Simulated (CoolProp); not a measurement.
A simple Rankine cycle with R245fa: condensing at 315.15 K, boiler at 2.48 MPa, turbine inlet 411 K, turbine efficiency 0.85, pump efficiency 0.6, no recuperator. Each further row changes one setting.

Computed with CoolProp (reference Helmholtz-energy equation of state, Akasaka 2015).

```tsv
case	thermal efficiency (%)	net work (kJ/kg)	heat in (kJ/kg)	turbine exit temperature (K)	volume ratio over the turbine
as stated	13.6	…	240	341.7	…
turbine inlet 431 K	13.8	37.2	270	367.9	10.4
condensing temperature 307.15 K	14.8	…	250	336.0	15.1
boiler pressure 1.74 MPa	…	31.3	257	…	6.99
turbine efficiency 0.75	…	28.5	240	346.0	11.8
```

Some entries are withheld; supply them.


- as stated, net work (kJ/kg): 32.7
- as stated, volume ratio over the turbine: 11.6
- condensing temperature 307.15 K, net work (kJ/kg): 37.0
- boiler pressure 1.74 MPa, thermal efficiency (%): 12.2
- boiler pressure 1.74 MPa, turbine exit temperature (K): 360.6
- turbine efficiency 0.75, thermal efficiency (%): 11.9
